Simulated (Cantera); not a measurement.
Input (Python, Cantera) and output of one run.

```python
import numpy as np
import cantera as ct

gas_names = """
    C CO CO2 C2 C2O C3 C3O2 C4 C5 Ca CaO Ca2 O O2 O3
""".split()
cond_names = """
    C(gr) Ca(a) Ca(b) Ca(L) CaCO3(caL) CaO(s) CaO(L)
""".split()


# ... load() reads the species with a 1 bar reference pressure and builds the phases ...
atoms = {
    'CaCO3': {'Ca': 1, 'C': 1, 'O': 3},
    'CO2': {'C': 1, 'O': 2},
    'O2': {'O': 2},
}
top_T = {'C(gr)': 4500}  # K; cautious upper limits of use, not melting points


# ... equilibrate(T, P, feed) seeds the gas with the atoms and calls Mixture.equilibrate('TP', solver="vcs", rtol=1e-11, max_steps=5000) ...
results = []
feed = {'CaCO3': 1, 'CO2': 0.27, 'O2': 0.063}  # mol
P = 210  # Pa
for T in [1575, 1625, 1675, 1725, 1775, 1825, 1875, 1925, 1975, 2025, 2075, 2125]:
    mix = equilibrate(T, P, feed)
    results.append((T, P, feed, dict(zip(mix.species_names, mix.species_moles))))

top = {s: max(r[3][s] / sum(r[3][g] for g in gas_names) for r in results) for s in gas_names}
cols = sorted((s for s in top if top[s] > 0.0001), key=lambda s: -top[s])[:6]
seen = [c for c in cond_names if any(r[3].get(c, 0) > 1e-12 for r in results)]
print("log10 of partial pressures in bar; condensed amounts in mol")
print(f"{'T/K':>10s}" + "".join(f"{s[:9]:>10s}" for s in cols + seen))
for T, P, feed, n in results:
    ng = sum(n[g] for g in gas_names)
    print(f"{T:10.4g}" + "".join(f"{np.log10(max(n[s] / ng * P / 1e5, 1e-99)):10.3f}" for s in cols)
          + "".join(f"{n.get(c, 0):10.4g}" for c in seen))
```

It prints:

```
log10 of partial pressures in bar; condensed amounts in mol
       T/K       CO2        CO        O2         O    CaO(s)
      1575    -2.700    -5.546    -3.998    -6.969         1
      1625    -2.701    -5.264    -3.993    -6.707         1
      1675    -2.702    -5.002    -3.984    -6.458         1
      1725    -2.704    -4.759    -3.970    -6.221         1
      1775    -2.708    -4.535    -3.948    -5.993         1
      1825    -2.714    -4.331    -3.919    -5.773         1
      1875    -2.723    -4.146    -3.880    -5.559         1
      1925    -2.734    -3.979    -3.833    -5.351         1
      1975    -2.750    -3.830    -3.780    -5.149         1
      2025    -2.770    -3.697    -3.723    -4.954         1
      2075    -2.795    -3.579    -3.666    -4.766         1
      2125    -2.826    -3.474    -3.609    -4.587         1
```

These are equilibrium values from Cantera (NASA tables, ideal gas, pure condensed phases), not measurements of a reactor.
